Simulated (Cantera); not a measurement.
An isothermal, constant-pressure homogeneous reactor starts with 24.5 % H2, 18.9 % O2, 56.6 % N2, at 1375 K and 0.640 bar.

Cantera simulation using GRI-Mech 3.0 (53 species, 325 reactions); the numbers are that mechanism's predictions, not measurements. The temperature is held fixed by assumption; the heat of reaction is taken as removed at once.

x: mole fraction; the columns are a selection and need not sum to one.

```json
[
 {"t (s)": "0.000400", "x H2": "___", "x O2": "0.0751", "x H2O": "0.278", "x H2O2": "1.26e-6", "x O": "0.000218", "x NO": "1.87e-5", "x H": "8.30e-5"},
 {"t (s)": "0.000925", "x H2": "___", "x O2": "0.0752", "x H2O": "0.279", "x H2O2": "4.30e-7", "x O": "3.96e-5", "x NO": "1.87e-5", "x H": "6.39e-6"},
 {"t (s)": "0.00214", "x H2": "___", "x O2": "0.0752", "x H2O": "0.279", "x H2O2": "1.54e-7", "x O": "9.73e-6", "x NO": "1.86e-5", "x H": "7.44e-7"},
 {"t (s)": "0.00495", "x H2": "___", "x O2": "0.0752", "x H2O": "0.279", "x H2O2": "5.94e-8", "x O": "3.03e-6", "x NO": "1.87e-5", "x H": "1.25e-7"},
 {"t (s)": "0.0114", "x H2": "___", "x O2": "0.0752", "x H2O": "0.280", "x H2O2": "2.49e-8", "x O": "1.12e-6", "x NO": "1.87e-5", "x H": "2.78e-8"},
 {"t (s)": "0.0264", "x H2": "___", "x O2": "0.0752", "x H2O": "0.280", "x H2O2": "1.17e-8", "x O": "4.83e-7", "x NO": "1.87e-5", "x H": "8.02e-9"},
 {"t (s)": "0.0612", "x H2": "___", "x O2": "0.0752", "x H2O": "0.280", "x H2O2": "6.94e-9", "x O": "2.70e-7", "x NO": "1.87e-5", "x H": "3.55e-9"},
 {"t (s)": "0.141", "x H2": "3.96e-7", "x O2": "0.0752", "x H2O": "0.280", "x H2O2": "5.86e-9", "x O": "2.23e-7", "x NO": "1.87e-5", "x H": "2.75e-9"},
 {"t (s)": "0.327", "x H2": "3.92e-7", "x O2": "0.0753", "x H2O": "0.280", "x H2O2": "5.80e-9", "x O": "2.20e-7", "x NO": "1.87e-5", "x H": "2.70e-9"},
 {"t (s)": "0.756", "x H2": "3.92e-7", "x O2": "0.0753", "x H2O": "0.280", "x H2O2": "5.80e-9", "x O": "2.20e-7", "x NO": "1.87e-5", "x H": "2.70e-9"},
 {"t (s)": "1.75", "x H2": "3.92e-7", "x O2": "0.0753", "x H2O": "0.280", "x H2O2": "5.80e-9", "x O": "2.20e-7", "x NO": "1.87e-5", "x H": "2.70e-9"},
 {"t (s)": "4.04", "x H2": "3.92e-7", "x O2": "0.0753", "x H2O": "0.280", "x H2O2": "5.80e-9", "x O": "2.20e-7", "x NO": "1.87e-5", "x H": "2.70e-9"},
 {"t (s)": "9.35", "x H2": "3.92e-7", "x O2": "0.0753", "x H2O": "0.280", "x H2O2": "5.80e-9", "x O": "2.20e-7", "x NO": "1.87e-5", "x H": "2.70e-9"},
 {"t (s)": "21.6", "x H2": "3.92e-7", "x O2": "0.0753", "x H2O": "0.280", "x H2O2": "5.80e-9", "x O": "2.20e-7", "x NO": "1.87e-5", "x H": "2.70e-9"},
 {"t (s)": "50.0", "x H2": "3.92e-7", "x O2": "0.0753", "x H2O": "0.280", "x H2O2": "5.80e-9", "x O": "2.20e-7", "x NO": "1.88e-5", "x H": "2.70e-9"}
]
```

Q: Some entries are withheld; supply them.

A: 
- 0.000400, x H2: 0.000535
- 0.000925, x H2: 9.19e-5
- 0.00214, x H2: 1.97e-5
- 0.00495, x H2: 5.50e-6
- 0.0114, x H2: 1.91e-6
- 0.0264, x H2: 8.11e-7
- 0.0612, x H2: 4.69e-7
